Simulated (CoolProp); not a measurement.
The fluid at 298.15 K and 0.0213 MPa is compressed adiabatically to 0.111 MPa with isentropic efficiency 0.9. The same conditions are run with several fluids, on thermodynamics alone (safety and materials aside).

Computed with CoolProp (reference Helmholtz-energy equation of state of each fluid (R1233zd(E): Akasaka 2022; dry air: Lemmon 2000; propane: Lemmon 2009; CF4 (R14): Platzer 1990; R365MFC: Lemmon 2016)). The equations of Platzer and Polt are older, rougher fits. Blends and air are pseudo-pure fits.

| fluid | work (kJ/kg) | final temperature (K) | final density (kg/m³) |
|---|---|---|---|
| R1233zd(E) | 36.7 | 344.7 | 5.18 |
| dry air | 200 | 495.7 | 0.780 |
| propane | 112 | 361.2 | 1.65 |
| CF4 (R14) | 57.6 | 375.4 | 3.13 |
| R365MFC | 31.5 | 331.2 | 6.22 |
